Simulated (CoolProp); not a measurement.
A simple Rankine cycle with R227EA: condensing at 299.15 K, boiler at 2.09 MPa, turbine inlet 373.7 K, turbine efficiency 0.65, pump efficiency 0.6, no recuperator. Each further row changes one setting.

Computed with CoolProp (reference Helmholtz-energy equation of state, Lemmon 2016).

```tsv
case	thermal efficiency (%)	net work (kJ/kg)	heat in (kJ/kg)	turbine exit temperature (K)	volume ratio over the turbine
as stated	7.3	11.6	158	338.9	5.44
turbine inlet 393.7 K	7.3	13.2	182	362.4	5.05
condensing temperature 291.15 K	8.3	13.9	168	334.9	7.03
boiler pressure 1.46 MPa	6.0	10.1	168	351.1	3.39
turbine efficiency 0.55	6.0	9.54	158	341.2	5.49
```
